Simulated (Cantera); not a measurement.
A Cantera script and what it prints.

```python
import numpy as np
import cantera as ct

gas_names = """
    B BH BH2 BH3 BN BO BO2 B2 B2O B2O2 B2O3 B3O3H3 H HBO HBO2 HNO HNO2 HNO3 HO2 H2 H2O H2O2 H3B3O6 N NH
    NH2 NH3 NH2OH NO NO2 NO3 N2 N2H2 N2H4 N2O O OH O2 O3
""".split()
cond_names = """
    B(b) B(L) BN(s) B2O3(L) B3O3H3(cr) H2O(s) H2O(L)
""".split()


# ... load() reads the species with a 1 bar reference pressure and builds the phases ...
atoms = {
    'BN': {'B': 1, 'N': 1},
    'O2': {'O': 2},
    'H2': {'H': 2},
}
top_T = {'BN(s)': 3200}  # K; cautious upper limits of use, not melting points


# ... equilibrate(T, P, feed) seeds the gas with the atoms and calls Mixture.equilibrate('TP', solver="vcs", rtol=1e-11, max_steps=5000) ...
results = []
T = 1700  # K
P = 14000  # Pa
for m in [0.2, 0.54, 0.89, 1.2, 1.6, 1.9, 2.3, 2.6, 2.9, 3.3, 3.6, 4]:
    feed = {'BN': 1, 'O2': m, 'H2': 0.63}  # mol
    mix = equilibrate(T, P, feed)
    results.append((T, P, feed, dict(zip(mix.species_names, mix.species_moles))))
    x = sorted(zip(gas.X, gas.species_names), reverse=True)
    print(f"T = {T:g} K  P = {P:g} Pa  n(O2) = {m:g} mol  gas = {mix.phase_moles(0):.4g} mol")
    print("   x: " + "  ".join(f"{s} {v:.3e}" for v, s in x if v > 1e-05))
    print("   condensed (mol): " + ("  ".join(f"{mix.phase(i).name} {mix.phase_moles(i):.4g}"
          for i in range(1, mix.n_phases) if mix.phase_moles(i) > 1e-12) or "none"))
```

Result:

```
T = 1700 K  P = 14000 Pa  n(O2) = 0.2 mol  gas = 0.7763 mol
   x: H2 7.986e-01  N2 1.710e-01  HBO2 1.239e-02  HBO 9.777e-03  B2O3 5.587e-03  H2O 1.649e-03  B2O2 5.542e-04  H 3.519e-04  BO 8.619e-05
   condensed (mol): BN(s) 0.7345  B2O3(L) 0.1193
T = 1700 K  P = 14000 Pa  n(O2) = 0.54 mol  gas = 1.005 mol
   x: H2 6.151e-01  N2 3.570e-01  HBO2 1.229e-02  HBO 7.590e-03  B2O3 5.587e-03  H2O 1.623e-03  B2O2 4.336e-04  H 3.088e-04  BO 7.624e-05
   condensed (mol): BN(s) 0.2823  B2O3(L) 0.3427
T = 1700 K  P = 14000 Pa  n(O2) = 0.89 mol  gas = 1.213 mol
   x: N2 4.122e-01  H2 2.881e-01  H2O 1.683e-01  HBO2 1.252e-01  B2O3 5.587e-03  HBO 3.491e-04  H 2.114e-04  H3B3O6 7.588e-05
   condensed (mol): B2O3(L) 0.4169
T = 1700 K  P = 14000 Pa  n(O2) = 1.2 mol  gas = 1.401 mol
   x: H2O 3.574e-01  N2 3.561e-01  HBO2 1.824e-01  O2 9.531e-02  B2O3 5.587e-03  NO 1.314e-03  OH 9.224e-04  BO2 5.741e-04  H3B3O6 2.348e-04  H2 6.218e-05  O 3.688e-05
   condensed (mol): B2O3(L) 0.3634
T = 1700 K  P = 14000 Pa  n(O2) = 1.6 mol  gas = 1.82 mol
   x: O2 2.925e-01  N2 2.737e-01  H2O 2.666e-01  HBO2 1.575e-01  B2O3 5.587e-03  NO 2.018e-03  OH 1.054e-03  BO2 7.599e-04  H3B3O6 1.513e-04  O 6.461e-05  H2 2.647e-05
   condensed (mol): B2O3(L) 0.3454
T = 1700 K  P = 14000 Pa  n(O2) = 1.9 mol  gas = 2.132 mol
   x: O2 3.900e-01  N2 2.334e-01  H2O 2.227e-01  HBO2 1.440e-01  B2O3 5.587e-03  NO 2.152e-03  OH 1.036e-03  BO2 8.166e-04  H3B3O6 1.155e-04  O 7.461e-05  H2 1.915e-05
   condensed (mol): B2O3(L) 0.3333
T = 1700 K  P = 14000 Pa  n(O2) = 2.3 mol  gas = 2.547 mol
   x: O2 4.833e-01  N2 1.952e-01  H2O 1.817e-01  HBO2 1.300e-01  B2O3 5.587e-03  NO 2.190e-03  OH 9.868e-04  BO2 8.616e-04  H3B3O6 8.510e-05  O 8.305e-05  H2 1.403e-05
   condensed (mol): B2O3(L) 0.3187
T = 1700 K  P = 14000 Pa  n(O2) = 2.6 mol  gas = 2.857 mol
   x: O2 5.356e-01  N2 1.739e-01  H2O 1.590e-01  HBO2 1.217e-01  B2O3 5.587e-03  NO 2.176e-03  OH 9.474e-04  BO2 8.840e-04  O 8.743e-05  H3B3O6 6.971e-05  H2 1.167e-05
   condensed (mol): B2O3(L) 0.3086
T = 1700 K  P = 14000 Pa  n(O2) = 2.9 mol  gas = 3.167 mol
   x: O2 5.778e-01  N2 1.568e-01  H2O 1.411e-01  HBO2 1.146e-01  B2O3 5.587e-03  NO 2.146e-03  OH 9.093e-04  BO2 9.009e-04  O 9.081e-05  H3B3O6 5.823e-05
   condensed (mol): B2O3(L) 0.2991
T = 1700 K  P = 14000 Pa  n(O2) = 3.3 mol  gas = 3.579 mol
   x: O2 6.229e-01  N2 1.386e-01  H2O 1.222e-01  HBO2 1.066e-01  B2O3 5.587e-03  NO 2.096e-03  BO2 9.180e-04  OH 8.623e-04  O 9.429e-05  H3B3O6 4.693e-05
   condensed (mol): B2O3(L) 0.2872
T = 1700 K  P = 14000 Pa  n(O2) = 3.6 mol  gas = 3.888 mol
   x: O2 6.505e-01  N2 1.276e-01  H2O 1.108e-01  HBO2 1.016e-01  B2O3 5.587e-03  NO 2.054e-03  BO2 9.280e-04  OH 8.301e-04  O 9.636e-05  H3B3O6 4.052e-05
   condensed (mol): B2O3(L) 0.2788
T = 1700 K  P = 14000 Pa  n(O2) = 4 mol  gas = 4.299 mol
   x: O2 6.813e-01  N2 1.153e-01  H2O 9.828e-02  HBO2 9.565e-02  B2O3 5.587e-03  NO 1.999e-03  BO2 9.388e-04  OH 7.909e-04  O 9.861e-05  H3B3O6 3.386e-05
   condensed (mol): B2O3(L) 0.2682
```

These are equilibrium values from Cantera (NASA tables, ideal gas, pure condensed phases), not measurements of a reactor. Mutual solubility and eutectic melting of coexisting phases are not modelled.
